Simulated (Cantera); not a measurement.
Source: NASA polynomial tables (part measured, part estimated), evaluated in Cantera. Values are per mole of reaction as written; species without (g) are pure solids or liquids, kept so even where they would boil at 1 bar. TaC: taken at fixed stoichiometry.

**Question.** Between 300 and 1100 K, where is each reaction favourable under standard conditions?
- 2 TaO2(g) + C2H5OH(g) = 2 TaC + O2(g) + 3 H2O(g)

**Answer.** 
- 2 TaO2(g) + C2H5OH(g) = 2 TaC + O2(g) + 3 H2O(g): ΔG° is -382 kJ at 300 K and -414 kJ at 1100 K; it stays negative (K > 1). ΔH° is -361 kJ and ΔS° 48 J/K at 1100 K.
